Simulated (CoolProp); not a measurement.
Properties of CH3F (R41) at several states (Tc = 317.3 K, pc = 59.06 bar, ω = 0.200).

Model: reference Helmholtz-energy equation of state, Lemmon 2006, in CoolProp. It is a short technical equation, of lower accuracy than the large ones.

```tsv
T (K)	p (bar)	phase	density (kg/m³)	fugacity coefficient
270.3	0.248	gas	0.3766	0.9972
358.4	0.355	gas	0.4061	0.9984
322.1	8.75	gas	11.79	0.9453
220.4	18.1	liquid	827.8	0.1816
138.8	2.33	liquid	989.8	0.004679
```
